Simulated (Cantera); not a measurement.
A freely propagating, adiabatic, planar premixed flame of H2 : O2 : N2 = 1 : 0.5 : 1.88 (molar parts), equivalence ratio 1.0, unburnt at 575 K and 0.180 bar; multicomponent+Soret transport, grid criteria slope 0.08 and curve 0.16, no radiation.

Detailed kinetics in Cantera: the H2/O2 subset of GRI-Mech 3.0, which has no nitrogen chemistry. Burning velocities carry a grid error of a few per cent, more on coarse grids.

x: mole fraction of selected species; z is measured from the peak of heat release.

```tsv
z (mm)	T (K)	u (m/s)	x H2	x O2	x OH	x HO2	x H2O2	x H
-12.8	575	5.41	0.296	0.148	<1e-8	<1e-8	<1e-8	<1e-8
-8.52	575	5.41	0.296	0.148	<1e-8	<1e-8	<1e-8	<1e-8
-6.39	575	5.41	0.296	0.148	<1e-8	<1e-8	<1e-8	<1e-8
-4.26	575	5.41	0.296	0.148	<1e-8	2.54e-7	<1e-8	6.75e-8
-2.13	582	5.46	0.293	0.148	2.72e-5	7.07e-5	8.87e-7	0.000209
-1.07	…	6.57	0.265	0.146	0.000372	4.93e-5	1.75e-6	0.00720
0	…	10.0	0.134	0.0965	0.00335	1.97e-5	1.00e-6	0.0591
1.07	…	12.5	0.0509	0.0412	0.00872	7.45e-6	1.06e-6	0.0829
2.13	…	13.5	0.0470	0.0345	0.0113	5.39e-6	7.65e-7	0.0746
4.26	…	14.6	0.0484	0.0310	0.0141	4.07e-6	4.39e-7	0.0614
8.52	…	15.8	0.0484	0.0274	0.0167	2.99e-6	2.28e-7	0.0475
17.0	1995	17.0	0.0462	0.0236	0.0184	2.16e-6	1.23e-7	0.0343
34.1	2151	18.1	0.0419	0.0197	0.0189	1.62e-6	7.75e-8	0.0230
```

**Question.** What belongs in the gaps?

**Answer.** 
- -1.07, T (K): 714
- 0, T (K): 1126
- 1.07, T (K): 1408
- 2.13, T (K): 1531
- 4.26, T (K): 1674
- 8.52, T (K): 1832
